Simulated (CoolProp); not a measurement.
50 sccm (0 °C, 1 atm) of nitrogen bubbles through liquid methanol at 300 K and leaves saturated at a total pressure of 0.15 MPa (ideal gas phase). Each further row changes one setting.

Values from CoolProp's reference Helmholtz-energy equation of state, de Reuck 1993.

| case | vapour pressure (kPa) | mole fraction of vapour | delivery (mg/min) | delivery (sccm) | change of delivery for a bath 1 K warmer (%) |
|---|---|---|---|---|---|
| as stated | 18.7 | 0.125 | 10.2 | 7.11 | 6.0 |
| bath temperature 305 K | 24.0 | 0.160 | 13.6 | 9.54 | 6.1 |
| total pressure 0.3 MPa | 18.7 | 0.0623 | 4.75 | 3.32 | 5.6 |
